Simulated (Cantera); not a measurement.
A perfectly stirred reactor is fed with CH4 : C2H6 : C3H8 : O2 : N2 = 1 : 1.1 : 0.036 : 5.48 : 20.6 (molar parts), equivalence ratio 1.1, at 1.00 bar; it is adiabatic with a 775 K inlet, and is followed from long to short residence time, starting on the burning branch (τ in s: 0.17, 0.083, 0.04, 0.02, 0.0096, 0.0047, 0.0023, 0.0011, 0.00054, 0.00027, 0.00013, 6.3e-05, 3.1e-05).

Detailed kinetics in Cantera: GRI-Mech 3.0 (53 species, 325 reactions).

Question: What does this change do: CH4 1 to 0.66 parts?

Answer: 
| quantity | before | after |
|---|---|---|
| blow-out, bracketed by the residence times tried | burning at 31.0 µs, the shortest tried | burning at 31.0 µs, the shortest tried |
| x(CH4) at τ = 0.170 s | 3.74e-7 | 2.23e-7 |
| x(C2H6) at τ = 0.170 s | 3.08e-8 | 3.36e-8 |
| x(C3H8) at τ = 0.170 s | 1.28e-9 | 1.43e-9 |
| x(N2O) at τ = 0.170 s | 1.55e-7 | 2.69e-7 |
| x(HCN) at τ = 0.170 s | 2.21e-7 | 1.24e-7 |
| x(CH4) at τ = 2.30 ms | 1.27e-5 | 8.68e-6 |
| x(C2H6) at τ = 2.30 ms | 2.16e-6 | 2.38e-6 |
| x(C3H8) at τ = 2.30 ms | 6.61e-8 | 7.62e-8 |
| x(N2O) at τ = 2.30 ms | 1.14e-7 | 1.77e-7 |
| x(HCN) at τ = 2.30 ms | 1.84e-6 | 7.63e-7 |
